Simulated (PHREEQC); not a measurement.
Solution (20 °C): 0.66 mol/kgw KOH and 0.25 mol/kgw H3BO3. Closed to the air; pH follows from the charge balance.

The numbers come from PHREEQC with the Pitzer model, pitzer.dat.

The ionic strength comes out as 0.660 mol/kgw. What activity coefficients do K+, OH-, B(OH)4- get?

K+ 0.63, OH- 0.80, B(OH)4- 0.65. Single-ion values are on the MacInnes scale.

No solid was allowed to form. Species that the database lacks are ignored.
